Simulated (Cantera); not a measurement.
Gas mixture: 87.7 % CO, 12.3 % C2H2, at 10.0 bar, frozen composition.

Cantera's kinetic-theory transport with the Lennard-Jones parameters of GRI-Mech 3.0, ideal gas; thermal conductivity in the multicomponent form.

One state of this run: ρ (kg/m³) = 5.57; cp (J/kg/K) = 1218; μ (µPa s) = 27.6; λ (mW/m/K) = 45.9; Pr = 0.731; D (cm²/s) H = 0.397; D (cm²/s) NH3 = 0.0780; D (cm²/s) N2 = 0.0675. D: mixture-averaged diffusion coefficient of that species in the mixture.

Task: Which value of T (K) does it belong to?
A) 700
B) 600
C) 400
D) 800

Result: B, 600
